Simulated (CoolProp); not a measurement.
Vapour pressure (MPa) of c-C4F8 (RC318): the reference equation beside estimates from Tc = 115.2 °C, pc = 2.778 MPa, ω = 0.355. Clausius-Clapeyron is anchored at 67.65 °C with a constant enthalpy of vaporisation of 16.22 kJ/mol.

The numbers come from the reference Helmholtz-energy equation of state, Platzer 1990 in CoolProp. This equation is an older, rougher fit; its heat capacities, sound speeds and derivatives of the liquid may be far off and weren't checked against measurements.

```
T (°C)  reference  Lee-Kesler  Clausius-Clapeyron  Soave-Redlich-Kwong  Peng-Robinson
------  ---------  ----------  ------------------  -------------------  -------------
32.45      0.3939      0.3944              0.5231               0.3958         0.3911
37.55      0.4582      0.4586              0.5808               0.4609         0.4551
42.55      0.5286      0.5289              0.6416               0.5323         0.5253
47.55      0.6068      0.6070              0.7064               0.6117         0.6035
52.55      0.6934      0.6933              0.7756               0.6997         0.6902
57.65      0.7908      0.7905              0.8506               0.7989         0.7881
62.65      0.8960      0.8953              0.9286               0.9060         0.8940
67.65       1.011       1.010               1.011                1.023          1.010
72.65       1.137       1.136               1.098                1.152          1.138
77.75       1.278       1.276               1.192                1.295          1.280
82.75       1.427       1.426               1.289                1.447          1.432
87.75       1.590       1.590               1.391                1.612          1.597
92.75       1.767       1.767               1.497                1.791          1.776
97.85       1.964       1.965               1.611                1.987          1.974
```

Absolute difference from the reference over all 14 rows, mean and median: Lee-Kesler 0.1 and 0.1 %, Clausius-Clapeyron 13.3 and 12.2 %, Soave-Redlich-Kwong 1.1 and 1.1 %, Peng-Robinson 0.4 and 0.5 %.
